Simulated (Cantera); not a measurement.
Charge: 1 mol MgO, 5.3 mol CO, at 0.000140 bar.

These are equilibrium values from Cantera (NASA tables, ideal gas, pure condensed phases), not measurements of a reactor. Candidate condensed phases: C, Mg, MgCO₃, MgO; 15 gas species. The numbers say what is thermodynamically allowed, not how fast it happens.

Question: Which condensed phases are stable at each of these points (T (K)): 2000, 2075, 2150, 2225, 2300, 2375, 2450?

Answer: 
```tsv
T (K)	condensed phases	Mg condensed (%)
2000	MgO(s)	18.5
2075	gas only	0.0
2150	gas only	0.0
2225	gas only	0.0
2300	gas only	0.0
2375	gas only	0.0
2450	gas only	0.0
```

At 2000 K the condensed part is MgO(s). From 2075 K to 2450 K nothing is condensed.
